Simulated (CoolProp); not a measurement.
A closed Brayton cycle with carbon dioxide: compressor inlet 309.15 K and 8.2 MPa, high pressure 26.9 MPa, turbine inlet 900 K, compressor efficiency 0.89, turbine efficiency 0.85, recuperator effectiveness 0.95 (on enthalpy, no pinch check). Each further row changes one setting.

Values from CoolProp's reference Helmholtz-energy equation of state, Span 1996.

| case | thermal efficiency (%) | net work (kJ/kg) | compressor to turbine work | compressor exit (K) | turbine exit (K) |
|---|---|---|---|---|---|
| as stated | … | 123 | 0.23 | 366.2 | 759.3 |
| turbine inlet 850 K | 38.3 | 113 | 0.25 | 366.2 | 714.1 |
| compressor inlet 319.15 K | 38.3 | 104 | 0.35 | … | 759.3 |
| high pressure 22.9 MPa | 38.6 | … | 0.21 | 358.1 | 777.7 |
| recuperator effectiveness 0.5 | 23.9 | 123 | 0.23 | 366.2 | 759.3 |

### Question
Fill in the missing entries.

### Answer

- as stated, thermal efficiency (%): 40.0
- compressor inlet 319.15 K, compressor exit (K): 411.8
- high pressure 22.9 MPa, net work (kJ/kg): 110
